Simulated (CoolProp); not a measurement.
Vapour-liquid equilibrium of CH2F2 (R32) (1) + R236EA (2) at 274.3 K; x and y are mole fractions of (1).

Values from CoolProp's multi-fluid Helmholtz-energy mixture model, Tillner-Roth 1997 and Rui 2013; pair parameters Bell 2016.

```
x      bubble pressure, mixture model (MPa)  bubble pressure, Raoult's law (MPa)  y, mixture model  y, Raoult's law
-----  ------------------------------------  -----------------------------------  ----------------  ---------------
0.05                                      …                               0.1203                 …            0.351
0.125                                     …                               0.1774             0.535            0.594
0.2                                       …                               0.2345             0.669            0.720
0.275                                0.2621                               0.2916             0.754            0.796
0.35                                      …                               0.3487             0.813            0.847
0.425                                0.3704                               0.4057             0.856            0.884
0.5                                  0.4268                               0.4628             0.889            0.911
0.575                                0.4847                               0.5199             0.915            0.933
0.65                                      …                               0.5770             0.936            0.950
0.725                                0.6054                               0.6341             0.954            0.964
0.8                                  0.6683                               0.6912             0.969            0.976
0.875                                0.7328                               0.7483                 …            0.986
0.95                                 0.7988                               0.8054             0.993            0.995
```

Q: Some entries are withheld; supply them.

A: 
- 0.05, bubble pressure, mixture model (MPa): 0.1127
- 0.05, y, mixture model: 0.297
- 0.125, bubble pressure, mixture model (MPa): 0.1605
- 0.2, bubble pressure, mixture model (MPa): 0.2104
- 0.35, bubble pressure, mixture model (MPa): 0.3155
- 0.65, bubble pressure, mixture model (MPa): 0.5442
- 0.875, y, mixture model: 0.982

The largest gap from Raoult's law is -10.3 % in bubble pressure, at x = 0.2. No azeotrope shows between x = 0.05 and 0.95.

Pair parameters are fitted to limited data, so mixtures are less certain than the pure fluids.
